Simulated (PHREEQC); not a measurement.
A solution holds 0.95 mol/kgw MgCl2, 0.44 mol/kgw BaCl2 and 0.1 mol/kgw KBr, at 35 °C. Closed to the air; pH follows from the charge balance.

The numbers come from PHREEQC with the Pitzer model, pitzer.dat.

```tsv
quantity	before	after
MgOH+ (mol/kgw)	1.17e-6	3.16e-7
SI of Sylvite (KCl)	-1.93	-3.90
SI of Bischofite (MgCl2:6H2O)	-4.46	-7.54
```

Task: Which change was made?
(A) diluted 10-fold with water
(B) KBr from 0.1 to 0.02 mol/kgw
(C) diluted 2-fold with water
(D) temperature from 35 to 30 °C
(E) BaCl2 from 0.44 to 0.66 mol/kgw

Result: A, diluted 10-fold with water

This is a speciation only: nothing precipitates in the calculation.
